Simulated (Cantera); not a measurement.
**SiCl₄ + NH₃ + N₂ (silicon nitride deposition)**

Feed: 1 mol SiCl₄, a varied amount of NH₃, 1.2 mol N₂, at 823.15 K and 0.00900 bar.

Method: chemical equilibrium by Gibbs-energy minimisation in Cantera with the NASA 1993 tables (ideal gas, pure condensed phases). Candidate condensed phases: NH₄Cl, Si, Si₃N₄; 28 gas species. Equilibrium is a limit: real reactors are often held back by kinetics, nucleation or transport.

From 4.3 mol NH₃ to 34 mol NH₃ the condensed part is Si₃N₄(s). The main Si-bearing gas is SiCl₄ throughout.

```
n(NH₃) (mol)   x H₂   x HCl   x N₂   x SiCl₄  x SiHCl₃    x NH₃  n Si₃N₄(s)
------------  -----  ------  -----  --------  --------  -------  ----------
4.3           0.434   0.298  0.253    0.0158   2.79e-5  3.08e-6       0.275
7             0.522   0.227  0.247   0.00376   1.05e-5  4.02e-6       0.313
9.7           0.575   0.178  0.246   0.00117   4.56e-6  4.64e-6       0.325
12            0.604   0.149  0.247  0.000517   2.54e-6  5.00e-6       0.329
15            0.631   0.122  0.247  0.000215   1.34e-6  5.34e-6       0.331
18            0.649   0.103  0.247  0.000104   7.92e-7  5.58e-6       0.332
21            0.663  0.0896  0.248   5.64e-5   5.04e-7  5.75e-6       0.332
23            0.670  0.0823  0.248   3.92e-5   3.86e-7  5.85e-6       0.333
26            0.679  0.0733  0.248   2.40e-5   2.69e-7  5.97e-6       0.333
29            0.686  0.0660  0.248   1.55e-5   1.95e-7  6.06e-6       0.333
31            0.690  0.0619  0.248   1.19e-5   1.60e-7  6.12e-6       0.333
34            0.695  0.0567  0.249   8.20e-6   1.22e-7  6.19e-6       0.333
```
x: gas mole fraction; n: condensed amount in mol.
